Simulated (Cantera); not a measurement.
Input (Python, Cantera) and output of one run.

```python
import numpy as np
import cantera as ct

gas_names = """
    H HO2 H2 H2O H2O2 O OH O2 O3 Pb PbO Pb2
""".split()
cond_names = """
    H2O(s) H2O(L) Pb(cr) Pb(L) PbO(rd) PbO(yw) PbO(L) PbO2(s) Pb3O4(s)
""".split()


# ... load() reads the species with a 1 bar reference pressure and builds the phases ...
atoms = {
    'Pb': {'Pb': 1},
    'O2': {'O': 2},
    'H2': {'H': 2},
}
top_T = {'Pb3O4(s)': 820}  # K; cautious upper limits of use, not melting points


# ... equilibrate(T, P, feed) seeds the gas with the atoms and calls Mixture.equilibrate('TP', solver="vcs", rtol=1e-11, max_steps=5000) ...
results = []
feed = {'Pb': 1, 'O2': 0.034, 'H2': 1}  # mol
P = 360  # Pa
for T in [475, 525, 575, 625, 675, 725, 775, 825, 875, 925, 975]:
    mix = equilibrate(T, P, feed)
    results.append((T, P, feed, dict(zip(mix.species_names, mix.species_moles))))

top = {s: max(r[3][s] / sum(r[3][g] for g in gas_names) for r in results) for s in gas_names}
cols = sorted((s for s in top if top[s] > 1e-05), key=lambda s: -top[s])[:8]
seen = [c for c in cond_names if any(r[3].get(c, 0) > 1e-12 for r in results)]
print("log10 of partial pressures in bar; condensed amounts in mol")
print(f"{'T/K':>10s}" + "".join(f"{s[:9]:>10s}" for s in cols + seen))
for T, P, feed, n in results:
    ng = sum(n[g] for g in gas_names)
    print(f"{T:10.4g}" + "".join(f"{np.log10(max(n[s] / ng * P / 1e5, 1e-99)):10.3f}" for s in cols)
          + "".join(f"{n.get(c, 0):10.4g}" for c in seen))
```

Result:

```
log10 of partial pressures in bar; condensed amounts in mol
       T/K        H2       H2O        Pb    Pb(cr)     Pb(L)
       475    -2.474    -3.611   -15.721         1         0
       525    -2.474    -3.611   -13.691         1         0
       575    -2.474    -3.611   -12.018         1         0
       625    -2.474    -3.611   -10.632         0         1
       675    -2.474    -3.611    -9.471         0         1
       725    -2.474    -3.611    -8.472         0         1
       775    -2.474    -3.611    -7.604         0         1
       825    -2.474    -3.611    -6.843         0         1
       875    -2.474    -3.611    -6.171         0    0.9998
       925    -2.475    -3.612    -5.573         0    0.9993
       975    -2.475    -3.612    -5.038         0    0.9974
```

Cantera equilibrium calculation (NASA polynomials, part measured and part estimated; ideal gas, pure solids and liquids).
